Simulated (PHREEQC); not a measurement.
# Copper plating or etch bath

Consider water at 10 °C with 0.0014 mol/kgw CuSO4, 0.0085 mol/kgw HCl and 0.078 mol/kgw NaCl. Closed to the air; pH follows from the charge balance.

The numbers come from PHREEQC with the ion-association model, phreeqc.dat.

Each row changes one thing in this solution. Precipitation was switched off in this run.

```tsv
case	pH	SI of Halite (NaCl)
as made	2.16	-3.94
CuSO4 from 0.0014 to 0.0028 mol/kgw	2.17	-3.94
CuSO4 left out	2.15	-3.93
0.0025 mol/kgw KCl added	2.16	-3.93
NaCl from 0.078 to 0.117 mol/kgw	2.17	-3.63
```

Constants without temperature data keep their 25 °C values here.
